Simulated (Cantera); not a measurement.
Nitride etching: BN + O2 + H2 + HCl

Input: 1 mol BN, 3.7 mol O2, 66 mol H2, 72 mol HCl, at 1323 K.

Cantera equilibrium calculation (NASA polynomials, part measured and part estimated; ideal gas, pure solids and liquids). Candidate condensed phases: B, BN, B2O3, B3O3H3, H2O, NH4Cl; 49 gas species. The tables' values for BOCl are old estimates; treat these amounts as uncertain. Gases not in the tables: H3BO3. Kinetics and transport are ignored.

| P (Pa) | log p HCl | log p H2 | log p H2O | log p HBO2 | n B2O3(l) |
|---|---|---|---|---|---|
| 1 | -5.29 | -5.36 | -6.41 | -7.15 | 0 |
| 3.60 | -4.73 | -4.81 | -5.85 | -6.59 | 0 |
| 13 | -4.17 | -4.25 | -5.30 | -6.03 | 0 |
| 46 | -3.62 | -3.70 | -4.75 | -5.49 | 0 |
| 170 | -3.06 | -3.13 | -4.18 | -4.92 | 0 |
| 600 | -2.51 | -2.59 | -3.63 | -4.37 | 0 |
| 2200 | -1.94 | -2.02 | -3.06 | -3.92 | 0.117 |
| 7700 | -1.40 | -1.48 | -2.50 | -3.64 | 0.290 |
| 28000 | -0.84 | -0.92 | -1.93 | -3.36 | 0.384 |
| 100000 | -0.28 | -0.36 | -1.38 | -3.08 | 0.428 |
log p: log10 of the partial pressure in bar; n: condensed amount in mol.

From 1.00 Pa to 600 Pa nothing is condensed. From 2200 Pa to 100000 Pa the condensed part is B2O3(l).
